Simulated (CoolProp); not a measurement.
Saturated liquid density (kg/m³) of sulfur dioxide: the reference equation beside estimates from Tc = 157.5 °C, pc = 7.887 MPa, ω = 0.256. Rackett uses Z = 0.29056 − 0.08775 ω.

Model: reference Helmholtz-energy equation of state, Gao 2016, in CoolProp.

| T (°C) | reference | Rackett | Redlich-Kwong | Soave-Redlich-Kwong |
|---|---|---|---|---|
| 3.95 | 1425 | 1403 | 1234 | 1277 |
| 15.55 | 1393 | 1373 | 1203 | 1249 |
| 27.15 | 1361 | 1342 | 1171 | 1218 |
| 38.75 | 1327 | 1309 | 1137 | 1186 |
| 50.25 | 1292 | 1275 | 1100 | 1151 |
| 61.85 | 1255 | 1239 | 1062 | 1112 |
| 73.45 | 1216 | 1202 | 1020 | 1071 |
| 85.05 | 1174 | 1161 | 975.0 | 1025 |
| 96.65 | 1128 | 1117 | 926.2 | 975.0 |
| 108.25 | 1076 | 1069 | 872.5 | 918.7 |
| 119.75 | 1018 | 1015 | 812.8 | 855.0 |

Absolute difference from the reference over all 11 rows, mean and median: Rackett 1.1 and 1.3 %, Redlich-Kwong 16.0 and 15.4 %, Soave-Redlich-Kwong 12.1 and 11.4 %.
